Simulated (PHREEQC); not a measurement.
A solution holds 0.14 mol/kgw HCl, 0.0088 mol/kgw H3BO3 and 0.00038 mol/kgw LiCl, at 25 °C. Closed to the air; pH follows from the charge balance.

Model: ion-association model, phreeqc.dat, run in PHREEQC.

No solid was allowed to form.

Problem. What pH does the model give?

Solution. pH 0.94.

Species that the database lacks are ignored.
